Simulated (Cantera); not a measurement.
An isothermal, constant-pressure homogeneous reactor starts with NH₃ : N₂ = 1 : 1.7 (molar parts), at 2050 K and 1.01 bar. Integrator tolerance rtol = 1e-08.

Cantera simulation using the gas-phase N/H chemistry of the illustrative SiF4/NH3 mechanism in the Surface Chemkin manual (1991); the numbers are that mechanism's predictions, not measurements. Walls and surfaces, which speed up NH3 decomposition in real reactors, are not modelled.

### Question
What does this change do: temperature 2050 to 1875 K?

### Answer
```
quantity                                            before                                      after
-----------------  ---------------------------------------  -----------------------------------------
x(NH₃) at 2.00 s   4.65e-5 (gas-phase equilibrium 3.71e-6)    0.00275 (gas-phase equilibrium 5.03e-6)
x(H) at 2.00 s     0.00144 (gas-phase equilibrium 0.00144)  0.000395 (gas-phase equilibrium 0.000417)
x(NH₂) at 2.00 s   4.91e-7 (gas-phase equilibrium 3.92e-8)    7.49e-6 (gas-phase equilibrium 1.43e-8)
x(N₂H₄) at 2.00 s    <1e-12 (gas-phase equilibrium <1e-12)    7.78e-11 (gas-phase equilibrium <1e-12)
x(N₂) at 2.00 s        0.594 (gas-phase equilibrium 0.594)        0.595 (gas-phase equilibrium 0.594)
x(H₂) at 2.00 s        0.404 (gas-phase equilibrium 0.404)        0.402 (gas-phase equilibrium 0.405)
x(N) at 2.00 s     1.74e-8 (gas-phase equilibrium 1.39e-9)   4.76e-8 (gas-phase equilibrium 1.01e-10)
```

### Question
What does this change do: pressure from 1.01 bar to 0.0950 bar?

### Answer
| quantity | before | after |
|---|---|---|
| x(NH₃) at 2.00 s | 4.65e-5 (gas-phase equilibrium 3.71e-6) | 4.77e-5 (gas-phase equilibrium 3.45e-7) |
| x(H) at 2.00 s | 0.00144 (gas-phase equilibrium 0.00144) | 0.00438 (gas-phase equilibrium 0.00470) |
| x(NH₂) at 2.00 s | 4.91e-7 (gas-phase equilibrium 3.92e-8) | 1.54e-6 (gas-phase equilibrium 1.19e-8) |
| x(N₂H₄) at 2.00 s | <1e-12 (gas-phase equilibrium <1e-12) | <1e-12 (gas-phase equilibrium <1e-12) |
| x(N₂) at 2.00 s | 0.594 (gas-phase equilibrium 0.594) | 0.593 (gas-phase equilibrium 0.593) |
| x(H₂) at 2.00 s | 0.404 (gas-phase equilibrium 0.404) | 0.402 (gas-phase equilibrium 0.402) |
| x(N) at 2.00 s | 1.74e-8 (gas-phase equilibrium 1.39e-9) | 5.08e-7 (gas-phase equilibrium 4.54e-9) |
